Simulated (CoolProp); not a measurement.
Properties of n-undecane at several states (Tc = 365.7 °C, pc = 1.990 MPa, ω = 0.539).

Values from CoolProp's reference Helmholtz-energy equation of state, Aleksandrov 2011. It is a short technical equation, of lower accuracy than the large ones.

```csv
T (°C),p (MPa),phase,cp (kJ/(kg K)),isothermal compressibility (1/MPa),expansivity (1/kK)
305.25,6.13,liquid,3.266,0.01032,1.992
242.95,8.28,liquid,3.017,0.004657,1.421
36.55,1.93,liquid,2.251,0.001104,1.031
```
